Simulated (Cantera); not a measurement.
Input: 1 mol Si2Cl6, 6.3 mol NH3, equilibrated at 13.3 mbar.

Method: chemical equilibrium by Gibbs-energy minimisation in Cantera with the NASA 1993 tables (ideal gas, pure condensed phases). Candidate condensed phases: NH4Cl, Si, Si3N4; 28 gas species. The feed counts by its element totals alone. Gases not in the tables: Si2H6 and higher silanes. Rates play no part.

Which condensed phases are stable at each of these points (T (K)): 898, 1048, 1198, 1348, 1498, 1648, 1798, 1948, 2098?


```json
[
 {"T (K)": "898", "condensed phases": "Si3N4(s)", "Si condensed (%)": "84.7"},
 {"T (K)": "1048", "condensed phases": "Si3N4(s)", "Si condensed (%)": "88.7"},
 {"T (K)": "1198", "condensed phases": "Si3N4(s)", "Si condensed (%)": "90.6"},
 {"T (K)": "1348", "condensed phases": "Si3N4(s)", "Si condensed (%)": "86.7"},
 {"T (K)": "1498", "condensed phases": "Si3N4(s)", "Si condensed (%)": "62.1"},
 {"T (K)": "1648", "condensed phases": "Si3N4(s)", "Si condensed (%)": "22.6"},
 {"T (K)": "1798", "condensed phases": "Si(l)", "Si condensed (%)": "6.0"},
 {"T (K)": "1948", "condensed phases": "Si(l)", "Si condensed (%)": "8.3"},
 {"T (K)": "2098", "condensed phases": "Si(l)", "Si condensed (%)": "3.7"}
]
```

From 898 K to 1648 K the condensed part is Si3N4(s). From 1798 K to 2098 K the condensed part is Si(l).
